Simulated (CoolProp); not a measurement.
Saturation properties of the fluoroketone C6F12O (FK-5-1-12) (Tc = 168.7 °C, pc = 1.869 MPa, ω = 0.471).

The numbers come from the reference Helmholtz-energy equation of state, McLinden 2015 in CoolProp.

```csv
T (°C),p (MPa),vapour density (kg/m³),enthalpy of vaporisation (kJ/kg),liquid cp (kJ/(kg K))
-21.15,0.003635,0.5514,107.2,1.089
-16.35,0.004919,0.7332,105.9,1.089
-11.55,0.006563,0.9620,104.6,1.089
-6.85,0.008593,1.240,103.4,1.090
-2.05,0.01118,1.588,102.1,1.091
2.65,0.01430,2.002,100.9,1.092
7.45,0.01819,2.512,99.60,1.094
12.15,0.02281,3.107,98.34,1.095
16.95,0.02845,3.827,97.04,1.098
21.65,0.03502,4.656,95.76,1.100
26.45,0.04293,5.645,94.44,1.103
31.15,0.05200,6.768,93.13,1.106
```

It boils at 49.1 °C under 1 atm.
